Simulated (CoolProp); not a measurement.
Computed with CoolProp (reference Helmholtz-energy equation of state, Lemmon 2006). It is a short technical equation, of lower accuracy than the large ones.

Task: Give the vapour pressure (MPa), liquid density (kg/m³), liquid viscosity (µPa s), liquid conductivity (mW/(m K)) of saturated C2F6 (R116) at -89.85, -54.15 °C.

Result: 
| T (°C) | p (MPa) | liquid density (kg/m³) | liquid viscosity (µPa s) | liquid conductivity (mW/(m K)) |
|---|---|---|---|---|
| -89.85 | 0.0514 | 1660 | 532 | 80.9 |
| -54.15 | 0.313 | 1490 | 279 | 66.6 |

Viscosity comes from a separate model (Huber 2003), an estimate that may be off by 10 % or more. Thermal conductivity comes from a separate model (Huber 2003), an estimate that may be off by 10 % or more.
